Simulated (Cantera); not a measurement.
# Adiabatic ignition

An adiabatic, constant-pressure homogeneous reactor starts with 0.462 % CH4, 0.0647 % C2H6, 0.245 % C3H8, 6.79 % O2, 74.9 % N2, 17.6 % H2O, equivalence ratio 0.35, at 1373 K and 1.00 bar.

Computed with Cantera and GRI-Mech 3.0 (53 species, 325 reactions). GRI-Mech 3.0 was tuned for natural gas; its chemistry of propane as a main component is partial and can be far from experiment.

```tsv
t (s)	T (K)	x CH4	x C2H6	x C3H8	x CO	x H2	x CH2	x N2O
9.00e-6	1373	0.00462	0.000646	0.00244	8.15e-9	2.41e-6	3.73e-10	2.95e-12
2.10e-5	1373	0.00462	0.000643	0.00242	1.05e-7	8.19e-6	1.93e-9	1.43e-11
4.90e-5	1372	0.00461	0.000636	0.00236	1.12e-6	2.63e-5	8.96e-9	5.72e-11
0.000114	1372	0.00459	0.000634	0.00218	1.32e-5	9.71e-5	3.12e-8	2.08e-10
0.000266	1373	0.00448	0.000654	0.00162	0.000138	0.000386	7.18e-8	7.76e-10
0.000621	1512	5.26e-5	6.87e-9	4.07e-12	0.00969	0.00267	4.88e-7	5.92e-8
0.00145	1621	<1e-12	<1e-12	<1e-12	0.000211	0.000246	<1e-12	4.20e-7
0.00338	1627	<1e-12	<1e-12	<1e-12	1.77e-5	3.58e-5	<1e-12	3.91e-7
0.00788	1628	<1e-12	<1e-12	<1e-12	3.26e-6	1.20e-5	<1e-12	2.06e-7
0.0184	1628	<1e-12	<1e-12	<1e-12	1.87e-6	8.78e-6	<1e-12	7.33e-8
0.0429	1628	<1e-12	<1e-12	<1e-12	1.82e-6	8.66e-6	<1e-12	5.62e-8
0.100	1628	<1e-12	<1e-12	<1e-12	1.82e-6	8.66e-6	<1e-12	5.61e-8
```
x: mole fraction; the columns are a selection and need not sum to one.

The time of steepest temperature rise is 0.584 ms. The temperature at 0.100 s is 1628 K, the equilibrium temperature comes out as 1626 K and the x(CH4) at 0.100 s is <1e-12 (gas-phase equilibrium <1e-12). The x(C2H6) at 0.100 s is <1e-12 (gas-phase equilibrium <1e-12) and the x(C3H8) at 0.100 s is <1e-12 (gas-phase equilibrium <1e-12).
